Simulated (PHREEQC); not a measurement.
Reverse-osmosis reject (model solution)

Model water analysis in mmol/kgw, 20 °C, pH 6.78, pe 10.3:

```
constituent           mmol/kgw
--------------------  --------
Na                        28.6
K                        0.271
Ca                        8.22
Mg                        3.48
Cl                        37.7
S(6)                      4.47
Alkalinity (meq/kgw)      5.75
N(5)                    0.0214
Pb                       0.455
```

Valence states are taken as typed.

Computed with PHREEQC (ion-association model, phreeqc.dat).

No solid was allowed to form.

Question: Predict the ionic strength, density, specific conductance.

Answer: ionic strength 0.0628 mol/kgw; density 1.001 g/cm³; specific conductance 4580 µS/cm.

Question: In which forms is Mg present?

Answer: Mg+2 87 %, MgSO4 11 %, MgHCO3+ 2.2 % of the Mg.

Saturation is exceeded, for instance for Cerussite, Pb(OH)2; the values hold only as long as no solid forms.
